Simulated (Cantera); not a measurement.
Gas mixture: C2H2 : C2H4 = 0.73 : 0.84 (molar parts), at 203 Torr, frozen composition.

Cantera's kinetic-theory transport with the Lennard-Jones parameters of GRI-Mech 3.0, ideal gas; thermal conductivity in the mixture-averaged form. The composition is frozen, though it would react at the higher temperatures.

One state of this run: ρ (kg/m³) = 0.0881; cp (J/kg/K) = 3021; μ (µPa s) = 28.0; λ (mW/m/K) = 113; Pr = 0.751; D (cm²/s) NH3 = 5.90; D (cm²/s) H = 29.1; D (cm²/s) CO2 = 4.03. D: mixture-averaged diffusion coefficient of that species in the mixture.

Which value of T (K) does it belong to?
A. 1000
B. 550
C. 850
D. 1150

A, 1000
